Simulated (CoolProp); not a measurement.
Properties of n-perfluorohexane along the isobar 729 kPa (Tc = 448.0 K, pc = 1742 kPa, ω = 0.497).

Model: reference Helmholtz-energy equation of state, Gao 2022, in CoolProp.

| T (K) | phase | density (kg/m³) | cv (kJ/(kg K)) | speed of sound (m/s) |
|---|---|---|---|---|
| 219.8 | liquid | 1897 | 0.7296 | ___ |
| 232.2 | liquid | 1862 | 0.7503 | 691.6 |
| 244.5 | liquid | 1829 | 0.7706 | 660.0 |
| 256.8 | liquid | 1795 | 0.7903 | 628.4 |
| 269.1 | liquid | 1761 | 0.8095 | 596.6 |
| 281.4 | liquid | 1727 | 0.8280 | 564.4 |
| 293.8 | liquid | ___ | 0.8461 | 531.6 |
| 306.1 | liquid | 1656 | 0.8633 | 498.5 |
| 318.4 | liquid | 1619 | 0.8799 | ___ |
| 330.7 | liquid | ___ | 0.8960 | 430.2 |
| 343 | liquid | ___ | 0.9117 | 394.8 |
| 355.3 | liquid | 1499 | 0.9271 | 358.4 |
| 367.7 | liquid | 1453 | 0.9424 | 320.4 |
| 380 | liquid | 1402 | 0.9575 | 281.1 |

Q: Fill in the missing entries.

A: 
- 219.8, speed of sound (m/s): 723.5
- 293.8, density (kg/m³): 1692
- 318.4, speed of sound (m/s): 464.7
- 330.7, density (kg/m³): 1581
- 343, density (kg/m³): 1541
